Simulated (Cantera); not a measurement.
**Cr₂O₃ + H₂ + N₂ (hydrogen reduction and annealing atmospheres)**

Input: 1 mol Cr₂O₃, 75 mol H₂, a varied amount of N₂, equilibrated at 973.15 K and 13.3 mbar.

Method: chemical equilibrium by Gibbs-energy minimisation in Cantera with the NASA 1993 tables (ideal gas, pure condensed phases). Candidate condensed phases: Cr, CrN, Cr₂N, Cr₂O₃, H₂O; 29 gas species. Rates play no part.

| n(N₂) (mol) | x H₂ | x N₂ | x H₂O | x NH₃ | x H | n Cr₂N(s) | n Cr₂O₃(s) | n CrN(s) |
|---|---|---|---|---|---|---|---|---|
| 2.2 | 0.971 | 0.0285 | 1.27e-5 | 1.51e-6 | 9.27e-9 | 0.000327 | 1.000 | 0 |
| 3.2 | 0.959 | 0.0409 | 1.33e-5 | 1.77e-6 | 9.21e-9 | 0.000348 | 1.000 | 0 |
| 4.7 | 0.941 | 0.0590 | 1.45e-5 | 2.07e-6 | 9.12e-9 | 0 | 1.000 | 0.000771 |
| 6.9 | 0.916 | 0.0842 | 1.59e-5 | 2.37e-6 | 9.00e-9 | 0 | 1.000 | 0.000869 |
| 10 | 0.882 | 0.118 | 1.71e-5 | 2.65e-6 | 8.83e-9 | 0 | 1.000 | 0.000971 |
| 15 | 0.833 | 0.167 | 1.82e-5 | 2.89e-6 | 8.58e-9 | 0 | 0.999 | 0.00109 |
| 22 | 0.773 | 0.227 | 1.87e-5 | 3.02e-6 | 8.27e-9 | 0 | 0.999 | 0.00121 |
| 32 | 0.701 | 0.299 | 1.86e-5 | 2.99e-6 | 7.87e-9 | 0 | 0.999 | 0.00132 |
| 47 | 0.615 | 0.385 | 1.77e-5 | 2.79e-6 | 7.37e-9 | 0 | 0.999 | 0.00144 |
| 70 | 0.517 | 0.483 | 1.61e-5 | 2.41e-6 | 6.76e-9 | 0 | 0.999 | 0.00155 |
x: gas mole fraction; n: condensed amount in mol.

From 2.2 mol N₂ to 3.2 mol N₂ the condensed part is Cr₂N(s) + Cr₂O₃(s). From 4.7 mol N₂ to 70 mol N₂ the condensed part is CrN(s) + Cr₂O₃(s).
